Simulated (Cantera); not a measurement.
# B2O3 + NH3 + H2 + H2O (boron, boron nitride and boron oxide)

Feed: 1 mol B2O3, 0.17 mol NH3, 71 mol H2, 2 mol H2O, equilibrated at 1350 °C and 0.00270 bar.

These are equilibrium values from Cantera (NASA tables, ideal gas, pure condensed phases), not measurements of a reactor. Candidate condensed phases: B, BN, B2O3, B3O3H3, H2O; 39 gas species. The numbers say what is thermodynamically allowed, not how fast it happens.

```
Quantity                                  Value
------------------------------------  ---------
x(H2)                                     0.956
x(HBO2)                                  0.0223
x(H2O)                                   0.0165
x(B2O3)                                 0.00153
x(HBO)                                  0.00143
x(H)                                    0.00130
x(N2)                                   0.00114
x(BO)                                   4.30e-5
x(B2O2)                                 1.18e-5
gas amount                            74.39 mol
log10 activity of B(s) (absent)           -4.89
log10 activity of B3O3H3(s) (absent)     -16.63
```
